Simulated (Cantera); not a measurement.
**Thermodynamics of boron, boron nitride and boron oxide, feed B₂O₃ + H₂O + H₂**

Charge: 1 mol B₂O₃, 0.23 mol H₂O, a varied amount of H₂, at 1325 °C and 3.50 mbar.

Cantera equilibrium calculation (NASA polynomials, part measured and part estimated; ideal gas, pure solids and liquids). Candidate condensed phases: B, B₂O₃, B₃O₃H₃, H₂O; 23 gas species. Gases not in the tables: H₃BO₃. Kinetics and transport are ignored.

From 0.22 mol H₂ to 7.2 mol H₂ the condensed part is B₂O₃(l). The share of B in condensed phases is highest at 0.22 mol H₂ (85.7 %) and lowest at 7.2 mol H₂ (36.8 %).

```json
[
 {"n(H₂) (mol)": "0.22", "x H₂": "0.370", "x HBO₂": "0.400", "x H₂O": "0.188", "x B₂O₃": "0.0405", "x HBO": "0.000761", "x B₂O₂": "9.11e-6", "x H": "0.000548", "x BO": "2.57e-5", "n B₂O₃(l)": "0.857"},
 {"n(H₂) (mol)": "0.32", "x H₂": "0.453", "x HBO₂": "0.356", "x H₂O": "0.149", "x B₂O₃": "0.0405", "x HBO": "0.00105", "x B₂O₂": "1.41e-5", "x H": "0.000606", "x BO": "3.19e-5", "n B₂O₃(l)": "0.846"},
 {"n(H₂) (mol)": "0.48", "x H₂": "0.543", "x HBO₂": "0.305", "x H₂O": "0.109", "x B₂O₃": "0.0405", "x HBO": "0.00147", "x B₂O₂": "2.30e-5", "x H": "0.000664", "x BO": "4.08e-5", "n B₂O₃(l)": "0.829"},
 {"n(H₂) (mol)": "0.7", "x H₂": "0.622", "x HBO₂": "0.257", "x H₂O": "0.0776", "x B₂O₃": "0.0405", "x HBO": "0.00199", "x B₂O₂": "3.71e-5", "x H": "0.000711", "x BO": "5.18e-5", "n B₂O₃(l)": "0.809"},
 {"n(H₂) (mol)": "1", "x H₂": "0.689", "x HBO₂": "0.214", "x H₂O": "0.0536", "x B₂O₃": "0.0405", "x HBO": "0.00265", "x B₂O₂": "5.95e-5", "x H": "0.000748", "x BO": "6.56e-5", "n B₂O₃(l)": "0.785"},
 {"n(H₂) (mol)": "1.5", "x H₂": "0.752", "x HBO₂": "0.169", "x H₂O": "0.0335", "x B₂O₃": "0.0405", "x HBO": "0.00367", "x B₂O₂": "0.000104", "x H": "0.000782", "x BO": "8.68e-5", "n B₂O₃(l)": "0.748"},
 {"n(H₂) (mol)": "2.2", "x H₂": "0.800", "x HBO₂": "0.133", "x H₂O": "0.0206", "x B₂O₃": "0.0405", "x HBO": "0.00497", "x B₂O₂": "0.000179", "x H": "0.000806", "x BO": "0.000114", "n B₂O₃(l)": "0.701"},
 {"n(H₂) (mol)": "3.3", "x H₂": "0.838", "x HBO₂": "0.101", "x H₂O": "0.0120", "x B₂O₃": "0.0405", "x HBO": "0.00681", "x B₂O₂": "0.000322", "x H": "0.000825", "x BO": "0.000153", "n B₂O₃(l)": "0.629"},
 {"n(H₂) (mol)": "4.9", "x H₂": "0.863", "x HBO₂": "0.0781", "x H₂O": "0.00716", "x B₂O₃": "0.0405", "x HBO": "0.00911", "x B₂O₂": "0.000558", "x H": "0.000837", "x BO": "0.000201", "n B₂O₃(l)": "0.524"},
 {"n(H₂) (mol)": "7.2", "x H₂": "0.879", "x HBO₂": "0.0618", "x H₂O": "0.00448", "x B₂O₃": "0.0405", "x HBO": "0.0117", "x B₂O₂": "0.000908", "x H": "0.000845", "x BO": "0.000256", "n B₂O₃(l)": "0.368"}
]
```
x: gas mole fraction; n: condensed amount in mol.
